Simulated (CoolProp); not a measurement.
The numbers come from the reference Helmholtz-energy equation of state, Bücker 2006 in CoolProp.

Q: For n-butane, give the phase and the Z, cp (kJ/(kg K)), cv (kJ/(kg K)), Joule-Thomson coefficient (K/MPa) at 125.35 °C and 120 bar; 166.05 °C and 120 bar; 233.95 °C and 120 bar.

A: 
- 125.35 °C and 120 bar: liquid; Z 0.441, cp 2.91, cv 2.12, Joule-Thomson coefficient 0.0755
- 166.05 °C and 120 bar: supercritical; Z 0.456, cp 3.20, cv 2.29, Joule-Thomson coefficient 0.498
- 233.95 °C and 120 bar: supercritical; Z 0.559, cp 3.65, cv 2.55, Joule-Thomson coefficient 1.98
